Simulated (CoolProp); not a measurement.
Vapour pressure (MPa) of R21: the reference equation beside estimates from Tc = 179.6 °C, pc = 5.289 MPa, ω = 0.206. Clausius-Clapeyron is anchored at 89.05 °C with a constant enthalpy of vaporisation of 19.18 kJ/mol.

Model: reference Helmholtz-energy equation of state, Platzer 1990, in CoolProp. This equation is an older, rougher fit; its heat capacities, sound speeds and derivatives of the liquid may be far off and weren't checked against measurements.

```
T (°C)  reference  Clausius-Clapeyron  Redlich-Kwong  Peng-Robinson
------  ---------  ------------------  -------------  -------------
62.65      0.5590              0.6374         0.7402         0.5532
71.45      0.6983              0.7596         0.9031         0.6913
80.25      0.8617              0.8974          1.090         0.8539
89.05       1.052               1.052          1.301          1.044
97.85       1.271               1.223          1.540          1.263
106.65      1.521               1.413          1.806          1.516
115.35      1.803               1.619          2.099          1.800
124.15      2.124               1.846          2.427          2.127
132.95      2.487               2.094          2.787          2.495
141.75      2.893               2.362          3.180          2.909
150.55      3.348               2.651          3.609          3.371
159.35      3.857               2.961          4.075          3.886
168.15      4.428               3.294          4.578          4.457
```

Absolute difference from the reference over all 13 rows, mean and median: Clausius-Clapeyron 12.7 and 13.1 %, Redlich-Kwong 17.0 and 16.4 %, Peng-Robinson 0.6 and 0.7 %.
